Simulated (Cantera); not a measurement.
**Thermodynamics of oxide etching and cleaning by halides, feed MgO + HBr + N2**

Charge: 1 mol MgO, 16 mol HBr, 35 mol N2, equilibrated at 310 Pa.

Method: chemical equilibrium by Gibbs-energy minimisation in Cantera with the NASA 1993 tables (ideal gas, pure condensed phases). Candidate condensed phases: Br2, H2O, Mg, MgBr2, MgO, Mg(OH)2; 36 gas species. Kinetics and transport are ignored.

From 1098 K to 1248 K the condensed part is MgO(s). From 1273 K to 1423 K nothing is condensed. The main Mg-bearing gas is MgBr2 throughout.

```json
[
 {"T (K)": "1098", "x N2": "0.685", "x HBr": "0.291", "x Br": "0.00272", "x H2O": "0.00961", "x MgBr2": "0.00961", "x H2": "0.00144", "n MgO(s)": "0.509"},
 {"T (K)": "1123", "x N2": "0.685", "x HBr": "0.288", "x Br": "0.00347", "x H2O": "0.0110", "x MgBr2": "0.0110", "x H2": "0.00182", "n MgO(s)": "0.438"},
 {"T (K)": "1148", "x N2": "0.685", "x HBr": "0.284", "x Br": "0.00437", "x H2O": "0.0125", "x MgBr2": "0.0125", "x H2": "0.00227", "n MgO(s)": "0.362"},
 {"T (K)": "1173", "x N2": "0.684", "x HBr": "0.279", "x Br": "0.00544", "x H2O": "0.0141", "x MgBr2": "0.0141", "x H2": "0.00280", "n MgO(s)": "0.281"},
 {"T (K)": "1198", "x N2": "0.684", "x HBr": "0.274", "x Br": "0.00670", "x H2O": "0.0157", "x MgBr2": "0.0157", "x H2": "0.00343", "n MgO(s)": "0.195"},
 {"T (K)": "1223", "x N2": "0.683", "x HBr": "0.269", "x Br": "0.00817", "x H2O": "0.0174", "x MgBr2": "0.0174", "x H2": "0.00417", "n MgO(s)": "0.106"},
 {"T (K)": "1248", "x N2": "0.683", "x HBr": "0.264", "x Br": "0.00986", "x H2O": "0.0192", "x MgBr2": "0.0192", "x H2": "0.00501", "n MgO(s)": "0.0144"},
 {"T (K)": "1273", "x N2": "0.682", "x HBr": "0.261", "x Br": "0.0119", "x H2O": "0.0195", "x MgBr2": "0.0195", "x H2": "0.00602", "n MgO(s)": "0"},
 {"T (K)": "1298", "x N2": "0.681", "x HBr": "0.258", "x Br": "0.0142", "x H2O": "0.0195", "x MgBr2": "0.0195", "x H2": "0.00719", "n MgO(s)": "0"},
 {"T (K)": "1323", "x N2": "0.680", "x HBr": "0.255", "x Br": "0.0169", "x H2O": "0.0194", "x MgBr2": "0.0194", "x H2": "0.00853", "n MgO(s)": "0"},
 {"T (K)": "1348", "x N2": "0.679", "x HBr": "0.252", "x Br": "0.0199", "x H2O": "0.0194", "x MgBr2": "0.0194", "x H2": "0.0100", "n MgO(s)": "0"},
 {"T (K)": "1373", "x N2": "0.678", "x HBr": "0.248", "x Br": "0.0233", "x H2O": "0.0194", "x MgBr2": "0.0194", "x H2": "0.0117", "n MgO(s)": "0"},
 {"T (K)": "1398", "x N2": "0.677", "x HBr": "0.244", "x Br": "0.0270", "x H2O": "0.0193", "x MgBr2": "0.0193", "x H2": "0.0136", "n MgO(s)": "0"},
 {"T (K)": "1423", "x N2": "0.676", "x HBr": "0.239", "x Br": "0.0311", "x H2O": "0.0193", "x MgBr2": "0.0193", "x H2": "0.0156", "n MgO(s)": "0"}
]
```
x: gas mole fraction; n: condensed amount in mol.
